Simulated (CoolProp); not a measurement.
Saturation properties of hexamethyldisiloxane (MM) (Tc = 245.6 °C, pc = 1.931 MPa, ω = 0.418).

Model: reference Helmholtz-energy equation of state, Thol 2016, in CoolProp.

```tsv
T (°C)	p (MPa)	liquid density (kg/m³)	vapour density (kg/m³)	enthalpy of vaporisation (kJ/kg)	surface tension (mN/m)
125.35	0.1976	643.6	10.78	178.9	7.13
136.05	0.2559	629.2	13.91	172.5	6.33
146.75	0.3264	614.2	17.75	165.7	5.55
157.35	0.4099	598.6	22.42	158.5	4.81
168.05	0.5098	581.9	28.20	150.6	4.08
178.65	0.6260	564.1	35.24	142.2	3.38
189.35	0.7627	544.7	44.07	132.8	2.71
199.95	0.9199	523.4	55.08	122.4	2.08
210.65	1.103	499.0	69.46	110.3	1.48
221.25	1.313	470.1	88.70	95.96	0.935
```

It boils at 100.5 °C under 1 atm.

Surface tension comes from a separate correlation (Mulero 2014), older than this fluid's equation and unchecked against measurements.
